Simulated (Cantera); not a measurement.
Input (Python, Cantera) and output of one run.

```python
import numpy as np
import cantera as ct

gas_names = """
    Fe FeO Fe(OH)2 H HO2 H2 H2O H2O2 O OH O2 O3
""".split()
cond_names = """
    Fe(a) Fe(c) Fe(d) Fe(L) FeO(s) FeO(L) Fe(OH)2(s) Fe(OH)3(s) Fe2O3(s) Fe3O4(s) H2O(s) H2O(L)
""".split()


def load(file, names, dense=False):
    # The tables refer to 1 bar. Condensed volumes are neglected.
    table = {s.name: s for s in ct.Species.list_from_file(file)}
    out = []
    for n in names:
        d = dict(table[n].input_data)
        d["thermo"] = dict(d["thermo"], **{"reference-pressure": 1e5})
        if dense:
            d["equation-of-state"] = {"model": "constant-volume", "density": "1e6 g/cm^3"}
        out.append(ct.Species.from_dict(d))
    return out


gas = ct.Solution(thermo="ideal-gas", species=load("nasa_gas.yaml", gas_names))
cond = {s.name: ct.Solution(thermo="fixed-stoichiometry", species=[s], name=s.name)
        for s in load("nasa_condensed.yaml", cond_names, dense=True)}
atoms = {
    'Fe': {'Fe': 1},
    'H2O': {'H': 2, 'O': 1},
    'H2': {'H': 2},
    'O2': {'O': 2},
}
top_T = {'Fe2O3(s)': 1830, 'Fe3O4(s)': 1870}  # K; cautious upper limits of use, not melting points


def equilibrate(T, P, feed):
    n = {}
    for name, mol in feed.items():
        for a, k in atoms[name].items():
            n[a] = n.get(a, 0.0) + k * mol
    gas.TPX = T, P, n
    mass = sum(n.values()) * gas.mean_molecular_weight
    gas.equilibrate("TP")
    valid = [c for c in cond.values() if c.min_temp <= T <= top_T.get(c.name, c.max_temp)]
    mix = ct.Mixture([(gas, mass / gas.mean_molecular_weight)] + [(c, 0.0) for c in valid])
    mix.T, mix.P = T, P
    mix.equilibrate("TP", solver="gibbs", rtol=1e-10, max_steps=50000)
    return mix


results = []
P = 1700  # Pa
for T in [948, 1048, 1148, 1248, 1348, 1448, 1548, 1648, 1748, 1848]:
    for m in [0.24, 0.31, 0.41, 0.53, 0.7, 0.92, 1.2, 1.6, 2.1]:
        feed = {'Fe': 1, 'H2O': m, 'H2': 5.7, 'O2': 0.028}  # mol
        mix = equilibrate(T, P, feed)
        results.append((T, P, feed, dict(zip(mix.species_names, mix.species_moles))))

for T, P, feed, n in results:
    print(f"{T:7g} {feed['H2O']:10.4g}  " + (" + ".join(c for c in cond_names if n.get(c, 0) > 1e-12) or "gas only"))
```

Output:

```
    948       0.24  Fe(a)
    948       0.31  Fe(a)
    948       0.41  Fe(a)
    948       0.53  Fe(a)
    948        0.7  Fe(a)
    948       0.92  Fe(a) + FeO(s)
    948        1.2  Fe(a) + FeO(s)
    948        1.6  Fe(a) + FeO(s)
    948        2.1  FeO(s)
   1048       0.24  Fe(a)
   1048       0.31  Fe(a)
   1048       0.41  Fe(a)
   1048       0.53  Fe(a)
   1048        0.7  Fe(a)
   1048       0.92  Fe(a)
   1048        1.2  Fe(a) + FeO(s)
   1048        1.6  Fe(a) + FeO(s)
   1048        2.1  Fe(a) + FeO(s)
   1148       0.24  Fe(a)
   1148       0.31  Fe(a)
   1148       0.41  Fe(a)
   1148       0.53  Fe(a)
   1148        0.7  Fe(a)
   1148       0.92  Fe(a)
   1148        1.2  Fe(a)
   1148        1.6  Fe(a) + FeO(s)
   1148        2.1  Fe(a) + FeO(s)
   1248       0.24  Fe(c)
   1248       0.31  Fe(c)
   1248       0.41  Fe(c)
   1248       0.53  Fe(c)
   1248        0.7  Fe(c)
   1248       0.92  Fe(c)
   1248        1.2  Fe(c)
   1248        1.6  Fe(c)
   1248        2.1  Fe(c) + FeO(s)
   1348       0.24  Fe(c)
   1348       0.31  Fe(c)
   1348       0.41  Fe(c)
   1348       0.53  Fe(c)
   1348        0.7  Fe(c)
   1348       0.92  Fe(c)
   1348        1.2  Fe(c)
   1348        1.6  Fe(c)
   1348        2.1  Fe(c) + FeO(s)
   1448       0.24  Fe(c)
   1448       0.31  Fe(c)
   1448       0.41  Fe(c)
   1448       0.53  Fe(c)
   1448        0.7  Fe(c)
   1448       0.92  Fe(c)
   1448        1.2  Fe(c)
   1448        1.6  Fe(c)
   1448        2.1  Fe(c)
   1548       0.24  Fe(c)
   1548       0.31  Fe(c)
   1548       0.41  Fe(c)
   1548       0.53  Fe(c)
   1548        0.7  Fe(c)
   1548       0.92  Fe(c)
   1548        1.2  Fe(c)
   1548        1.6  Fe(c)
   1548        2.1  Fe(c)
   1648       0.24  Fe(c)
   1648       0.31  Fe(c)
   1648       0.41  Fe(c)
   1648       0.53  Fe(c)
   1648        0.7  Fe(c)
   1648       0.92  Fe(c)
   1648        1.2  Fe(c)
   1648        1.6  Fe(c)
   1648        2.1  Fe(c)
   1748       0.24  Fe(d)
   1748       0.31  Fe(d)
   1748       0.41  Fe(d)
   1748       0.53  Fe(d)
   1748        0.7  Fe(d)
   1748       0.92  Fe(d)
   1748        1.2  Fe(d)
   1748        1.6  Fe(d)
   1748        2.1  Fe(d)
   1848       0.24  Fe(L)
   1848       0.31  Fe(L)
   1848       0.41  Fe(L)
   1848       0.53  Fe(L)
   1848        0.7  Fe(L)
   1848       0.92  Fe(L)
   1848        1.2  Fe(L)
   1848        1.6  Fe(L)
   1848        2.1  Fe(L)
```

Method: chemical equilibrium by Gibbs-energy minimisation in Cantera with the NASA 1993 tables (ideal gas, pure condensed phases). Mutual solubility and eutectic melting of coexisting phases are not modelled. The tables' stoichiometric FeO is somewhat more stable than real wüstite, so its field is too wide. FeO: taken at fixed stoichiometry.
